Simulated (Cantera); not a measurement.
Input: 1 mol c-C4F8, 0.011 mol HCl, 6.6 mol H2, at 0.0340 bar.

These are equilibrium values from Cantera (NASA tables, ideal gas, pure condensed phases), not measurements of a reactor. Candidate condensed phases: C, C6H6, C7H8, C8H18; 135 gas species. Ions and electrons are included (thermal ionisation). The feed counts by its element totals alone. Rates play no part.

Which condensed phases are stable at each of these points (T (°C)): 2727, 3227, 3727, 4227, 4727?


```json
[
 {"T (°C)": "2727", "condensed phases": "C(graphite)", "C condensed (%)": "84.6"},
 {"T (°C)": "3227", "condensed phases": "gas only", "C condensed (%)": "0.0"},
 {"T (°C)": "3727", "condensed phases": "gas only", "C condensed (%)": "0.0"},
 {"T (°C)": "4227", "condensed phases": "gas only", "C condensed (%)": "0.0"},
 {"T (°C)": "4727", "condensed phases": "gas only", "C condensed (%)": "0.0"}
]
```

At 2727 °C the condensed part is C(graphite). From 3227 °C to 4727 °C nothing is condensed.
